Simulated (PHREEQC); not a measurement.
0.26 g of hydrous ferric oxide (600 m²/g; 0.2 weak and 0.005 strong sites per Fe, Dzombak-Morel constants, diffuse double layer) in 1 kg of water with 0.05 mol/kgw of an inert sodium salt and 0.0091 mmol/kgw CuCl2 and 0.2 mmol/kgw CaCl2, at 25 °C; the pH is set by adding NaOH or the inert anion's acid. Oxygen is held at 0.21 atm. No CO2 enters from the air. No solid was allowed to form.

The numbers come from PHREEQC with the ion-association model, wateq4f.dat.

**Question.** Predict Ca sorbed (%) at pH = 6.5, 7.

**Answer.** 
```json
[
 {"pH": "6.5", "Ca sorbed (%)": "0.1"},
 {"pH": "7", "Ca sorbed (%)": "0.3"}
]
```

The database's constant for dissolved Cu(OH)2 is higher than later reviews accept.
